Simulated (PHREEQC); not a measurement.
1.1 g of hydrous ferric oxide (600 m²/g; 0.2 weak and 0.005 strong sites per Fe, Dzombak-Morel constants, diffuse double layer) in 1 kg of water with 0.05 mol/kgw of an inert sodium salt and 1.4e-05 mol ZnCl2, at 25 °C; the pH is set by adding NaOH or the inert anion's acid. O2 is buffered at 0.21 atm. The system is closed to CO2. Nothing may precipitate in this run.

The series has 13 steps of pH, from 4 to 12.

All values are PHREEQC results (ion-association model, wateq4f.dat), not measurements.

Problem. Near which pH is half of the Zn sorbed, and on which side is more sorbed?

Solution. Near pH 5.7, with more sorbed at higher pH.
